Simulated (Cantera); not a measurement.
What does this Cantera script print?

```python
import numpy as np
import cantera as ct

gas_names = [...]  # 113 gases of nasa_gas.yaml made of C, Cu, H, O
cond_names = """
    C(gr) C6H6(L) C7H8(L) C8H18(L),n-octa Cu(cr) Cu(L) CuO(s) CuO2H2(s) Cu2O(s) Cu2O(L) H2O(s) H2O(L)
""".split()


# ... load() reads the species with a 1 bar reference pressure and builds the phases ...
atoms = {
    'Cu': {'Cu': 1},
    'CO': {'C': 1, 'O': 1},
    'H2': {'H': 2},
}
top_T = {'C(gr)': 4500, 'CuO(s)': 1390}  # K; cautious upper limits of use, not melting points


# ... equilibrate(T, P, feed) seeds the gas with the atoms and calls Mixture.equilibrate('TP', solver="vcs", rtol=1e-11, max_steps=5000) ...
results = []
feed = {'Cu': 1, 'CO': 4.6, 'H2': 12}  # mol
T = 800  # K
P = 1100000  # Pa
mix = equilibrate(T, P, feed)
results.append((T, P, feed, dict(zip(mix.species_names, mix.species_moles))))
print(gas.report(threshold=1e-05))
for i in range(1, mix.n_phases):
    print(f"{mix.phase(i).name:16s} {mix.phase_moles(i):12.5e} mol")
```

Result:

```
       temperature   800 K
          pressure   1.1e+06 Pa
           density   2.7425 kg/m^3
  mean mol. weight   16.584 kg/kmol
   phase of matter   gas

                          1 kg             1 kmol
                     ---------------   ---------------
          enthalpy       -7.4863e+06       -1.2415e+08  J
   internal energy       -7.8874e+06        -1.308e+08  J
           entropy             12662        2.0998e+05  J/K
    Gibbs function       -1.7616e+07       -2.9213e+08  J
 heat capacity c_p            2911.5             48284  J/K
 heat capacity c_v            2410.2             39969  J/K

                      mass frac. Y      mole frac. X     chem. pot. / RT
                     ---------------   ---------------   ---------------
               CH4           0.38949           0.40262           -34.005
                CO          0.013928         0.0082461           -44.071
               CO2             0.196          0.073859           -86.907
              C2H6        3.5643e-05        1.9657e-05           -51.625
                H2           0.02006           0.16501           -16.384
               H2O           0.38048           0.35025            -59.22
     [ +107 minor]        3.8358e-07        1.6816e-07

C(gr)             1.94918e-01 mol
Cu(cr)            1.00000e+00 mol
CuO(s)            0.00000e+00 mol
CuO2H2(s)         0.00000e+00 mol
Cu2O(s)           0.00000e+00 mol
```

Equilibrium computed with Cantera from the NASA thermochemical tables; the gas is ideal and each condensed phase is pure.
